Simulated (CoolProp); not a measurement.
A single-stage vapour-compression cycle with hydrogen sulfide: evaporating at 198.15 K (dew point), condensing at 239.15 K (bubble point), superheat 0 K, subcooling 5 K, compressor efficiency 0.75, no pressure losses. Each further row changes one setting.

Model: reference Helmholtz-energy equation of state, Lemmon 2006, in CoolProp. It is a short technical equation, of lower accuracy than the large ones.

```csv
case,cooling COP,pressure ratio,discharge temperature (K),refrigerating effect (kJ/kg),volumetric capacity (kJ/m³)
as stated,3.03,7.24,362.3,491,465
evaporating temperature 203.15 K,3.64,5.42,341.6,496,[?]
condensing temperature 234.15 K,3.53,5.93,[?],501,474
subcooling 10 K,[?],7.24,362.3,501,474
superheat 10 K,2.94,7.24,[?],501,450
compressor efficiency 0.65,2.63,7.24,386.1,491,465
```

### Question
What belongs in the gaps?

### Answer

- evaporating temperature 203.15 K, volumetric capacity (kJ/m³): 613
- condensing temperature 234.15 K, discharge temperature (K): 342.3
- subcooling 10 K, cooling COP: 3.09
- superheat 10 K, discharge temperature (K): 380.0
